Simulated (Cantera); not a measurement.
A closed system holds: 1 mol CuO, 130 mol H₂, 9.5 mol H₂O, at 1625 °C.

Cantera equilibrium calculation (NASA polynomials, part measured and part estimated; ideal gas, pure solids and liquids). Candidate condensed phases: Cu, CuO, Cu(OH)₂, Cu₂O, H₂O; 12 gas species. The numbers say what is thermodynamically allowed, not how fast it happens.

Task: Which condensed phases are stable at each of these points (P (Pa)): 10, 36, 130, 460, 1700, 6000, 22000, 77000, 280000, 1000000?

Result: 
| P (Pa) | condensed phases | Cu condensed (%) |
|---|---|---|
| 10 | gas only | 0.0 |
| 36 | gas only | 0.0 |
| 130 | gas only | 0.0 |
| 460 | gas only | 0.0 |
| 1700 | gas only | 0.0 |
| 6000 | gas only | 0.0 |
| 22000 | gas only | 0.0 |
| 77000 | Cu(l) | 71.0 |
| 280000 | Cu(l) | 92.1 |
| 1000000 | Cu(l) | 97.8 |

From 0.000100 bar to 0.220 bar nothing is condensed. From 0.770 bar to 10.0 bar the condensed part is Cu(l).
